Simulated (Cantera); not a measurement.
A freely propagating, adiabatic, planar premixed flame of H₂ : O₂ : N₂ = 1 : 0.294 : 1.11 (molar parts), equivalence ratio 1.7, unburnt at 498 K and 2.47 atm; mixture-averaged transport, grid criteria slope 0.08 and curve 0.16, no radiation.

Computed with Cantera and the H2/O2 subset of GRI-Mech 3.0, which has no nitrogen chemistry. The hydrogen kinetics of GRI-Mech 3.0 are dated; newer H2 mechanisms differ, most at raised pressure. Burning velocities carry a grid error of a few per cent, more on coarse grids.

How do the results move with these cheaper or finer settings: unity-Lewis-number transport; multicomponent transport; multicomponent+Soret transport; grid criteria slope 0.5, curve 1; grid criteria slope 0.25, curve 0.5; grid criteria slope 0.03, curve 0.06?


```csv
setting,laminar burning velocity,thermal thickness,peak x(HO₂),peak x(OH),grid points
as above,694 cm/s,0.125 mm,0.000664,0.00736,114
unity-Lewis-number transport,427 cm/s,0.114 mm,0.000468,0.00734,109
multicomponent transport,680 cm/s,0.126 mm,0.000662,0.00733,114
multicomponent+Soret transport,651 cm/s,0.122 mm,0.000670,0.00740,114
"grid criteria slope 0.5, curve 1",751 cm/s,0.156 mm,0.000604,0.00753,44
"grid criteria slope 0.25, curve 0.5",714 cm/s,0.138 mm,0.000652,0.00762,54
"grid criteria slope 0.03, curve 0.06",690 cm/s,0.122 mm,0.000669,0.00713,261
```
Unity Lewis numbers drop preferential diffusion, which matters most where H2 and H carry the flame; Soret adds thermal diffusion.
